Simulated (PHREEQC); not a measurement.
Consider water at 50 °C with 0.0026 mol NH4HF2, 0.0037 mol H2SiF6 and 0.003 mol H3BO3 per kg of water. Closed to the air; pH follows from the charge balance.

All values are PHREEQC results (ion-association model, wateq4f.dat), not measurements.

| Property | Result |
|---|---|
| pH | 2.37 |
| ionic strength | 0.00976 mol/kgw |
| total alkalinity | -24.8 meq/kg |

| species | molality | activity | log γ |
|---|---|---|---|
| HF | 0.00544 | 0.00545 | 0.001 |
| H+ | 0.00467 | 0.00425 | -0.041 |
| NH4+ | 0.00260 | 0.00234 | -0.047 |
| SiF6-2 | 0.00250 | 0.00165 | -0.181 |
| BF4- | 0.00140 | 0.00126 | -0.049 |
| H3BO3 | 0.00134 | 0.00135 | 0.001 |
| H4SiO4 | 0.00120 | 0.00120 | 0.001 |
| F- | 0.000595 | 0.000534 | -0.047 |
| BF3OH- | 0.000157 | 0.000140 | -0.049 |
| BF2(OH)2- | 9.61e-5 | 8.58e-5 | -0.049 |
| H2F2 | 3.01e-5 | 3.02e-5 | 0.001 |
| HF2- | 1.41e-5 | 1.26e-5 | -0.047 |
| BF(OH)3- | 4.07e-7 | 3.64e-7 | -0.049 |

This is a speciation only: nothing precipitates in the calculation. Saturation is exceeded, for instance for Quartz (slow to form), Chalcedony (slow to form); the values hold only as long as no solid forms. Species that the database lacks are ignored. At this temperature some constants are extrapolated from 25 °C, and those without enthalpy data are left unchanged. SiF6-2 is the database's only silicon fluoride. Real BF4- forms and hydrolyses slowly; the run takes it at equilibrium.
